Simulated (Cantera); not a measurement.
An isothermal, constant-pressure homogeneous reactor starts with 0.439 % CO, 2.06 % O2, 3.14 % H2O, 89.6 % N2, 4.75 % H2, at 1100 K and 10.0 bar.

Detailed kinetics in Cantera: GRI-Mech 3.0 (53 species, 325 reactions). The hydrogen kinetics of GRI-Mech 3.0 are dated; newer H2 mechanisms differ, most at raised pressure. The temperature is held fixed by assumption; the heat of reaction is taken as removed at once.

### Question
Predict: x(CO) at 2.00 s; x(O2) at 2.00 s; x(H2O) at 2.00 s; x(CO2) at 2.00 s; x(H) at 2.00 s.

### Answer
```json
{
 "x(CO) at 2.00 s": "0.00182 (gas-phase equilibrium 0.000580)",
 "x(O2) at 2.00 s": "2.48e-9 (gas-phase equilibrium <1e-12)",
 "x(H2O) at 2.00 s": "0.0714 (gas-phase equilibrium 0.0702)",
 "x(CO2) at 2.00 s": "0.00267 (gas-phase equilibrium 0.00390)",
 "x(H) at 2.00 s": "1.91e-8 (gas-phase equilibrium 8.35e-10)"
}
```
